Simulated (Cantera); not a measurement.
Input: 1 mol C2H2, 0.84 mol CO2, 0.23 mol N2, 0.11 mol O2, at 1125 °C and 1 atm.

These are equilibrium values from Cantera (NASA tables, ideal gas, pure condensed phases), not measurements of a reactor. Candidate condensed phases: C, C6H6, C7H8, C8H18, H2O; 136 gas species. The numbers say what is thermodynamically allowed, not how fast it happens.

Base state: CO 0.606, H2 0.318, N2 0.0736, H2O 0.000740, CO2 0.000652, CH4 0.000449, HCN 7.47e-5 (mole fractions); condensed: C(graphite).

**Question.** What changes in the equilibrium state with this change: CO2 from 0.84 to 0.05 mol?

**Answer.** 
```
species             before     after
----------------  --------  --------
H2                   0.318     0.642
CO                   0.606     0.206
N2                  0.0736     0.149
CO2               0.000652   7.55e-5
NH3                4.25e-6   1.73e-5
CH4               0.000449   0.00183
HCN                7.47e-5  0.000151
C(graphite), mol     0.943      1.73
```
